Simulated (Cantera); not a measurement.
Feed: 1 mol Si, 1.7 mol O₂, 72 mol N₂, 20 mol NH₃, 0.00015 mol H₂, equilibrated at 13.3 mbar.

Method: chemical equilibrium by Gibbs-energy minimisation in Cantera with the NASA 1993 tables (ideal gas, pure condensed phases). Candidate condensed phases: H₂O, Si, SiO₂, Si₂N₂O, Si₃N₄; 35 gas species. The tables hold silica as quartz up to 1696 K and as liquid above; real silica turns to tridymite and cristobalite and melts near 1996 K. Kinetics and transport are ignored.

Problem. Which condensed phases are stable at each of these points (T (K)): 1650, 1700, 1750, 1800, 1850, 1900, 1950?

Solution. 
| T (K) | condensed phases | Si condensed (%) |
|---|---|---|
| 1650 | SiO₂(β-quartz) | 98.5 |
| 1700 | SiO₂(condensed) | 95.4 |
| 1750 | SiO₂(condensed) | 87.4 |
| 1800 | SiO₂(condensed) | 69.4 |
| 1850 | SiO₂(condensed) | 35.0 |
| 1900 | gas only | 0.0 |
| 1950 | gas only | 0.0 |

At 1650 K the condensed part is SiO₂(β-quartz). From 1700 K to 1850 K the condensed part is SiO₂(condensed). From 1900 K to 1950 K nothing is condensed.
